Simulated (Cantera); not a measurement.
What does this Cantera script print?

```python
import numpy as np
import cantera as ct

gas_names = """
    H H2 N NH NH2 NH3 N2 N2H2 N2H4 Zr ZrN
""".split()
cond_names = """
    Zr(a) Zr(b) Zr(L) ZrN(s) ZrN(L)
""".split()


# ... load() reads the species with a 1 bar reference pressure and builds the phases ...
atoms = {
    'Zr': {'Zr': 1},
    'N2': {'N': 2},
    'H2': {'H': 2},
}
top_T = {}  # K; cautious upper limits of use, not melting points


# ... equilibrate(T, P, feed) seeds the gas with the atoms and calls Mixture.equilibrate('TP', solver="vcs", rtol=1e-11, max_steps=5000) ...
results = []
feed = {'Zr': 1, 'N2': 0.22, 'H2': 130}  # mol
T = 1300  # K
P = 56  # Pa
mix = equilibrate(T, P, feed)
results.append((T, P, feed, dict(zip(mix.species_names, mix.species_moles))))
print(gas.report(threshold=0.0001))
for i in range(1, mix.n_phases):
    print(f"{mix.phase(i).name:16s} {mix.phase_moles(i):12.5e} mol")
```

Output:

```
       temperature   1300 K
          pressure   56 Pa
           density   1.0445e-05 kg/m^3
  mean mol. weight   2.016 kg/kmol
   phase of matter   gas

                          1 kg             1 kmol
                     ---------------   ---------------
          enthalpy        1.4858e+07        2.9954e+07  J
   internal energy        9.4967e+06        1.9145e+07  J
           entropy        1.1735e+05        2.3658e+05  J/K
    Gibbs function        -1.377e+08        -2.776e+08  J
 heat capacity c_p             15639             31527  J/K
 heat capacity c_v             11515             23213  J/K

                      mass frac. Y      mole frac. X     chem. pot. / RT
                     ---------------   ---------------   ---------------
                H2           0.99998           0.99995           -25.684
     [  +10 minor]        2.3374e-05        4.6747e-05

Zr(b)             5.60000e-01 mol
ZrN(s)            4.40000e-01 mol
```

Equilibrium computed with Cantera from the NASA thermochemical tables; the gas is ideal and each condensed phase is pure. Mutual solubility and eutectic melting of coexisting phases are not modelled. ZrN: taken at fixed stoichiometry. Condensed phases not in the tables: N, O or C dissolved in the metal.
